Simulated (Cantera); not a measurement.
An adiabatic, constant-volume homogeneous reactor starts with CO : H2 : O2 : N2 : H2O = 1 : 0.5 : 0.577 : 2.17 : 0.12 (molar parts), at 1623 K and 750 Torr. Integrator tolerance rtol = 1e-08.

Detailed kinetics in Cantera: GRI-Mech 3.0 (53 species, 325 reactions).

Q: What does this change do: H2 0.5 to 0.79 parts?

A: 
| quantity | before | after |
|---|---|---|
| time of steepest temperature rise | 13.5 µs | 12.0 µs |
| temperature at 0.600 s | 2931 K | 2956 K |
| equilibrium temperature | 2931 K | 2956 K |
| x(CO) at 0.600 s | 0.140 (gas-phase equilibrium 0.140) | 0.154 (gas-phase equilibrium 0.154) |
| x(H2) at 0.600 s | 0.0205 (gas-phase equilibrium 0.0205) | 0.0395 (gas-phase equilibrium 0.0395) |
| x(O2) at 0.600 s | 0.0235 (gas-phase equilibrium 0.0235) | 0.0127 (gas-phase equilibrium 0.0127) |
| x(H) at 0.600 s | 0.0142 (gas-phase equilibrium 0.0142) | 0.0213 (gas-phase equilibrium 0.0213) |
| x(CO2) at 0.600 s | 0.108 (gas-phase equilibrium 0.108) | 0.0793 (gas-phase equilibrium 0.0793) |

Q: What does this change do: N2 2.17 to 4.2 parts?

A: 
```json
[
 {"quantity": "time of steepest temperature rise", "before": "13.5 µs", "after": "19.9 µs"},
 {"quantity": "temperature at 0.600 s", "before": "2931 K", "after": "2755 K"},
 {"quantity": "equilibrium temperature", "before": "2931 K", "after": "2755 K"},
 {"quantity": "x(CO) at 0.600 s", "before": "0.140 (gas-phase equilibrium 0.140)", "after": "0.0818 (gas-phase equilibrium 0.0818)"},
 {"quantity": "x(H2) at 0.600 s", "before": "0.0205 (gas-phase equilibrium 0.0205)", "after": "0.0116 (gas-phase equilibrium 0.0116)"},
 {"quantity": "x(O2) at 0.600 s", "before": "0.0235 (gas-phase equilibrium 0.0235)", "after": "0.0108 (gas-phase equilibrium 0.0108)"},
 {"quantity": "x(H) at 0.600 s", "before": "0.0142 (gas-phase equilibrium 0.0142)", "after": "0.00601 (gas-phase equilibrium 0.00601)"},
 {"quantity": "x(CO2) at 0.600 s", "before": "0.108 (gas-phase equilibrium 0.108)", "after": "0.0853 (gas-phase equilibrium 0.0853)"}
]
```

Q: What does this change do: pressure from 750 Torr to 225 Torr?

A: 
```
quantity                                                          before                                  after
---------------------------------  -------------------------------------  -------------------------------------
time of steepest temperature rise                                13.5 µs                                43.1 µs
temperature at 0.600 s                                            2931 K                                 2812 K
equilibrium temperature                                           2931 K                                 2812 K
x(CO) at 0.600 s                     0.140 (gas-phase equilibrium 0.140)    0.144 (gas-phase equilibrium 0.144)
x(H2) at 0.600 s                   0.0205 (gas-phase equilibrium 0.0205)  0.0220 (gas-phase equilibrium 0.0220)
x(O2) at 0.600 s                   0.0235 (gas-phase equilibrium 0.0235)  0.0265 (gas-phase equilibrium 0.0265)
x(H) at 0.600 s                    0.0142 (gas-phase equilibrium 0.0142)  0.0183 (gas-phase equilibrium 0.0183)
x(CO2) at 0.600 s                    0.108 (gas-phase equilibrium 0.108)    0.102 (gas-phase equilibrium 0.102)
```
